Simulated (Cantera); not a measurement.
A freely propagating, adiabatic, planar premixed flame of CH3OH : O2 : N2 = 1 : 1.15 : 3.46 (molar parts), unburnt at 523 K and 44000 Pa; mixture-averaged transport, grid criteria slope 0.08 and curve 0.16, no radiation.

Model: GRI-Mech 3.0 (53 species, 325 reactions), integrated in Cantera. GRI-Mech 3.0 was tuned for natural gas; its chemistry of methanol as a main component is partial and can be far from experiment. Burning velocities carry a grid error of a few per cent, more on coarse grids.

Question: Predict: laminar burning velocity; thermal thickness; peak x(CO); peak x(OH); peak x(CH2O).

Answer: 
| Item | Value |
|---|---|
| laminar burning velocity | 168 cm/s |
| thermal thickness | 0.426 mm |
| peak x(CO) | 0.114 |
| peak x(OH) | 0.0124 |
| peak x(CH2O) | 0.0170 |
